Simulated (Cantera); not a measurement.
Input (Python, Cantera):

```python
import numpy as np
import cantera as ct

gas = ct.Solution("h2o2.yaml")
gas.TPX = 425, 500000, {'H2': 1, 'O2': 0.357, 'N2': 1.34}
flame = ct.FreeFlame(gas, width=0.013)
flame.set_refine_criteria(ratio=3, slope=0.08, curve=0.16)
flame.transport_model = "unity-Lewis-number"
flame.solve(loglevel=0, auto=True)
z, T = flame.grid, flame.T
thick = (T[-1] - T[0]) / np.gradient(T, z).max()
show = ['H2', 'O2', 'HO2', 'H2O', 'H', 'H2O2']
print(f"laminar burning velocity  {flame.velocity[0] * 100:.3f} cm/s")
print(f"burnt temperature         {T[-1]:.1f} K")
print(f"thermal thickness         {thick * 1e3:.4f} mm")
print(f"grid points               {len(z)}")
z0 = z[flame.heat_release_rate.argmax()]
print(f"{'z/mm':>9s}{'T/K':>9s}{'u/(m/s)':>9s}" + "".join(f"{s:>11s}" for s in show))
rows = []
for k in (-3, -2, -1.5, -1, -0.5, -0.25, 0, 0.25, 0.5, 1, 2, 4, 8):
    zz = z0 + k * thick
    rows.append([k * thick, np.interp(zz, z, T), np.interp(zz, z, flame.velocity),
                 *(np.interp(zz, z, flame.X[gas.species_index(s)]) for s in show)])
    print(f"{rows[-1][0] * 1e3:9.3f}{rows[-1][1]:9.1f}{rows[-1][2]:9.3f}" + "".join(f"{x:11.3e}" for x in rows[-1][3:]))
```

It prints:

```
laminar burning velocity  329.972 cm/s
burnt temperature         2392.3 K
thermal thickness         0.0470 mm
grid points               114
     z/mm      T/K  u/(m/s)         H2         O2        HO2        H2O          H       H2O2
   -0.141    425.0    3.300  3.708e-01  1.324e-01  2.496e-08  1.047e-06  1.410e-13  3.434e-09
   -0.094    425.2    3.301  3.708e-01  1.324e-01  4.412e-07  1.859e-05  3.531e-12  6.089e-08
   -0.070    426.0    3.307  3.707e-01  1.323e-01  2.786e-06  1.175e-04  3.656e-11  3.829e-07
   -0.047    433.4    3.363  3.699e-01  1.319e-01  2.456e-05  1.029e-03  1.497e-09  3.224e-06
   -0.023    579.8    4.458  3.550e-01  1.236e-01  4.734e-04  1.912e-02  1.686e-05  3.655e-05
   -0.012    956.9    7.182  3.099e-01  1.000e-01  6.509e-04  7.134e-02  3.044e-03  4.569e-05
    0.000   1418.2   10.326  2.222e-01  5.875e-02  2.503e-04  1.593e-01  2.470e-02  1.210e-05
    0.012   1713.4   12.220  1.487e-01  2.476e-02  8.873e-05  2.280e-01  4.713e-02  3.305e-06
    0.023   1871.3   13.187  1.211e-01  1.040e-02  3.390e-05  2.576e-01  5.029e-02  2.088e-06
    0.047   2027.7   14.109  1.136e-01  3.745e-03  1.159e-05  2.748e-01  4.033e-02  1.143e-06
    0.094   2161.7   14.874  1.154e-01  1.676e-03  5.110e-06  2.852e-01  2.694e-02  6.073e-07
    0.188   2260.7   15.426  1.176e-01  7.154e-04  2.162e-06  2.929e-01  1.663e-02  3.287e-07
    0.376   2325.4   15.782  1.192e-01  2.636e-04  7.466e-07  2.981e-01  9.754e-03  1.629e-07
```

Computed with Cantera and the H2/O2 subset of GRI-Mech 3.0, which has no nitrogen chemistry. The hydrogen kinetics of GRI-Mech 3.0 are dated; newer H2 mechanisms differ, most at raised pressure. Unity Lewis numbers drop preferential diffusion, which matters most where H2 and H carry the flame. Burning velocities carry a grid error of a few per cent, more on coarse grids.
